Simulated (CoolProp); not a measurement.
Vapour-liquid equilibrium of hydrogen chloride (1) + propane (2) at 1800 kPa; x and y are mole fractions of (1).

Model: multi-fluid Helmholtz-energy mixture model, Thol 2018 and Lemmon 2009; pair parameters Bell 2016, in CoolProp.

```
x      bubble temperature, mixture model (K)  bubble temperature, Raoult's law (K)  y, mixture model  y, Raoult's law
-----  -------------------------------------  ------------------------------------  ----------------  ---------------
0.05                                   315.6                                 317.6             0.182            0.200
0.125                                  302.8                                 308.1             0.400            0.409
0.2                                    292.7                                 300.3             0.549            0.553
0.275                                  285.1                                 293.9             0.647            0.657
0.35                                   279.5                                 288.3             0.714            0.734
0.425                                  275.3                                 283.5             0.761            0.794
0.5                                    272.1                                 279.3             0.798            0.842
0.575                                  269.5                                 275.5             0.827            0.880
0.65                                   267.3                                 272.1             0.854            0.911
0.725                                  265.4                                 269.1             0.879            0.936
0.8                                    263.7                                 266.3             0.906            0.958
0.875                                  262.2                                 263.7             0.936            0.976
0.95                                   260.7                                 261.3             0.971            0.991
```

The largest gap from Raoult's law is -8.8 K in bubble temperature, at x = 0.35. No azeotrope shows between x = 0.05 and 0.95.

The pair parameters rest on a limited set of measurements; away from them the model extrapolates.
